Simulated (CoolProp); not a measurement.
Saturation properties of octamethylcyclotetrasiloxane (D4) (Tc = 313.4 °C, pc = 1.347 MPa, ω = 0.598).

Computed with CoolProp (reference Helmholtz-energy equation of state, Thol 2015).

| T (°C) | p (MPa) | enthalpy of vaporisation (kJ/kg) | vapour Z |
|---|---|---|---|
| 57.75 | 0.001132 | 173.6 | 0.9976 |
| 64.55 | 0.001647 | 171.1 | 0.9967 |
| 71.45 | 0.002363 | 168.7 | 0.9956 |
| 78.25 | 0.003311 | 166.3 | 0.9943 |
| 85.05 | 0.004561 | 163.9 | 0.9926 |
| 91.95 | 0.006213 | 161.5 | 0.9906 |
| 98.75 | 0.008300 | 159.1 | 0.9882 |
| 105.65 | 0.01098 | 156.7 | 0.9854 |
| 112.45 | 0.01428 | 154.3 | 0.9821 |
| 119.35 | 0.01842 | 151.8 | 0.9783 |
| 126.15 | 0.02340 | 149.4 | 0.9740 |
| 133.05 | 0.02951 | 146.9 | 0.9691 |

It boils at 175.7 °C under 1 atm.
